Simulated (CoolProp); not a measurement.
Properties of octamethylcyclotetrasiloxane (D4) at several states (Tc = 313.4 °C, pc = 1347 kPa, ω = 0.598).

Model: reference Helmholtz-energy equation of state, Thol 2015, in CoolProp.

```
T (°C)  p (kPa)   phase  density (kg/m³)  cp (kJ/(kg K))  isothermal compressibility (1/MPa)  fugacity coefficient
------  -------  ------  ---------------  --------------  ----------------------------------  --------------------
249.55     11.9     gas           0.8161           1.849                               84.44                0.9952
127.25      388  liquid                ?               ?                            0.003903               0.06343
224.35      190     gas            15.15           1.824                               5.914                0.9086
205.15     2770  liquid            739.8           2.049                            0.008233               0.08411
100.25      308  liquid                ?               ?                                   ?                     ?
```

Task: Some entries are withheld; supply them.

Result: 
- 127.25, density (kg/m³): 830.8
- 127.25, cp (kJ/(kg K)): 1.877
- 100.25, density (kg/m³): 863.6
- 100.25, cp (kJ/(kg K)): 1.816
- 100.25, isothermal compressibility (1/MPa): 0.002968
- 100.25, fugacity coefficient: 0.02928
